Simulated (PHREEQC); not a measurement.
Consider water at 25 °C with 5.5 mmol/kgw ZnSO4, 1.1 mmol/kgw CaCl2 and 0.36 mmol/kgw Na2SO4. Closed to the air; pH follows from the charge balance.

Computed with PHREEQC (ion-association model, phreeqc.dat).

Problem. The ionic strength comes out as 0.0198 mol/kgw. What activity coefficients do Zn+2, ZnCl+, SO4-2, Ca+2, Zn(SO4)2-2 get?

Solution. Zn+2 0.58, ZnCl+ 0.87, SO4-2 0.58, Ca+2 0.59, Zn(SO4)2-2 0.58.

No solid was allowed to form. Species that the database lacks are ignored.
